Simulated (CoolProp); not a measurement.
Vapour-liquid equilibrium of propane (1) + R227EA (2) at 25.05 °C; x and y are mole fractions of (1).

Model: multi-fluid Helmholtz-energy mixture model, Lemmon 2009 and Lemmon 2016; pair parameters Bell 2016, in CoolProp.

```json
[
 {"x": "0.05", "bubble pressure (bar)": "5.450", "y at the bubble point": "0.181", "dew pressure at overall composition x (bar)": "4.774", "liquid density (mol/L)": "8.229"},
 {"x": "0.125", "bubble pressure (bar)": "6.603", "y at the bubble point": "0.350", "dew pressure at overall composition x (bar)": "5.141", "liquid density (mol/L)": "8.336"},
 {"x": "0.2", "bubble pressure (bar)": "7.531", "y at the bubble point": "0.456", "dew pressure at overall composition x (bar)": "5.560", "liquid density (mol/L)": "8.450"},
 {"x": "0.275", "bubble pressure (bar)": "8.257", "y at the bubble point": "0.527", "dew pressure at overall composition x (bar)": "6.042", "liquid density (mol/L)": "8.574"},
 {"x": "0.35", "bubble pressure (bar)": "8.814", "y at the bubble point": "0.580", "dew pressure at overall composition x (bar)": "6.599", "liquid density (mol/L)": "8.711"},
 {"x": "0.425", "bubble pressure (bar)": "9.238", "y at the bubble point": "0.621", "dew pressure at overall composition x (bar)": "7.242", "liquid density (mol/L)": "8.867"},
 {"x": "0.5", "bubble pressure (bar)": "9.561", "y at the bubble point": "0.656", "dew pressure at overall composition x (bar)": "7.972", "liquid density (mol/L)": "9.046"},
 {"x": "0.575", "bubble pressure (bar)": "9.807", "y at the bubble point": "0.688", "dew pressure at overall composition x (bar)": "8.763", "liquid density (mol/L)": "9.252"},
 {"x": "0.65", "bubble pressure (bar)": "9.988", "y at the bubble point": "0.721", "dew pressure at overall composition x (bar)": "9.508", "liquid density (mol/L)": "9.493"},
 {"x": "0.725", "bubble pressure (bar)": "10.11", "y at the bubble point": "0.756", "dew pressure at overall composition x (bar)": "10.01", "liquid density (mol/L)": "9.771"},
 {"x": "0.8", "bubble pressure (bar)": "10.15", "y at the bubble point": "0.799", "dew pressure at overall composition x (bar)": "10.15", "liquid density (mol/L)": "10.09"},
 {"x": "0.875", "bubble pressure (bar)": "10.08", "y at the bubble point": "0.853", "dew pressure at overall composition x (bar)": "10.03", "liquid density (mol/L)": "10.45"},
 {"x": "0.95", "bubble pressure (bar)": "9.840", "y at the bubble point": "0.929", "dew pressure at overall composition x (bar)": "9.757", "liquid density (mol/L)": "10.86"}
]
```

y crosses x between x = 0.725 and 0.8: the model has an azeotrope there.

Pair parameters are fitted to limited data, so mixtures are less certain than the pure fluids.
